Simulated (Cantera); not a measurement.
An isothermal, constant-pressure homogeneous reactor starts with H2 : O2 = 0.057 : 1 (molar parts), equivalence ratio 0.029, at 1025 K and 14.3 Torr.

Cantera simulation using the H2/O2 subset of GRI-Mech 3.0, which has no nitrogen chemistry; the numbers are that mechanism's predictions, not measurements. Radical loss at walls, strong at low pressure, is not modelled. The temperature is held fixed by assumption; the heat of reaction is taken as removed at once.

One state of this run: x H2 = 1.51e-8; x O2 = 0.945; x OH = 7.45e-6; x H2O = 0.0554; x H2O2 = 3.10e-9. x: mole fraction; the columns are a selection and need not sum to one.

Task: Which value of t (s) does it belong to?
A. 6.00
B. 0.0950
C. 2.38e-5
D. 0.268

Result: A, 6.00
